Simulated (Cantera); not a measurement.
A perfectly stirred reactor is fed with C2H4 : H2 = 1 : 8.4 (molar parts), at 0.128 atm; it is held at 1525 K, and followed from long to short residence time.

Cantera simulation using GRI-Mech 3.0 (53 species, 325 reactions); the numbers are that mechanism's predictions, not measurements. GRI-Mech 3.0 was tuned for natural gas; its chemistry of ethylene as a main component is partial and can be far from experiment. GRI-Mech 3.0 stops at C3 and has no aromatics, soot or wall deposition, so with more carbon than oxygen in the feed, carbon stays in small species such as C2H2 where larger ones or solid carbon would form.

What does this change do: pressure from 0.128 atm to 0.987 atm?


```
quantity                 before    after
----------------------  -------  -------
x(C2H4) at τ = 26.0 s   0.00230  0.00857
x(H2) at τ = 26.0 s       0.894    0.841
x(C2H) at τ = 26.0 s    1.37e-8  2.65e-9
x(CH3) at τ = 26.0 s    2.38e-5  5.54e-5
x(H) at τ = 26.0 s      6.37e-5  2.20e-5
x(C2H4) at τ = 0.220 s   0.0108   0.0146
x(H2) at τ = 0.220 s      0.902    0.878
x(C2H) at τ = 0.220 s   1.02e-8  5.62e-9
x(CH3) at τ = 0.220 s   1.45e-6  3.21e-5
x(H) at τ = 0.220 s     4.90e-5  3.39e-5
```
